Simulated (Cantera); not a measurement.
Input: 1 mol SiH2Cl2, 11 mol NH3, 1.5 mol H2, at 1.10 mbar.

Equilibrium computed with Cantera from the NASA thermochemical tables; the gas is ideal and each condensed phase is pure. Candidate condensed phases: NH4Cl, Si, Si3N4; 28 gas species. The tables' values for SiCl3, SiCl are old estimates; treat these amounts as uncertain. The numbers say what is thermodynamically allowed, not how fast it happens.

Question: At 1573 K, list the 6 most abundant gas species with their mole fractions, and the condensed phases.

Answer: H2 0.730, N2 0.201, HCl 0.0548, SiCl2 0.0124, H 0.00105, Cl 6.25e-5. Condensed: Si3N4(s).
